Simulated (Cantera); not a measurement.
Feed: 1 mol SiCl₄, 0.37 mol H₂, 1.6 mol HCl, at 975 °C and 140000 Pa.

Equilibrium computed with Cantera from the NASA thermochemical tables; the gas is ideal and each condensed phase is pure. Candidate condensed phases: Si; 19 gas species. The tables' values for SiCl₃ are old estimates; treat these amounts as uncertain. Equilibrium is a limit: real reactors are often held back by kinetics, nucleation or transport.

Base state: HCl 0.542, SiCl₄ 0.332, H₂ 0.121, SiHCl₃ 0.00262, SiCl₃ 0.00141, SiCl₂ 4.31e-5 (mole fractions); condensed: gas only.

### Question
What changes in the equilibrium state with this change: temperature from 975 °C to 850 °C?

### Answer
```json
[
 {"species": "HCl", "before": "0.542", "after": "0.540"},
 {"species": "SiCl₄", "before": "0.332", "after": "0.335"},
 {"species": "H₂", "before": "0.121", "after": "0.123"},
 {"species": "SiCl₂", "before": "4.31e-5", "after": "1.86e-6"},
 {"species": "SiCl₃", "before": "0.00141", "after": "0.000224"},
 {"species": "SiHCl₃", "before": "0.00262", "after": "0.00131"}
]
```

### Question
What changes in the equilibrium state with this change: temperature from 975 °C to 1177 °C?

### Answer
```
species   before    after
-------  -------  -------
HCl        0.542    0.556
SiCl₄      0.332    0.314
H₂         0.121    0.110
SiCl₃    0.00141   0.0125
SiCl₂    4.31e-5  0.00181
Cl       5.28e-7  1.09e-5
SiH₂Cl₂  2.80e-6  1.42e-5
SiHCl₃   0.00262  0.00537
```
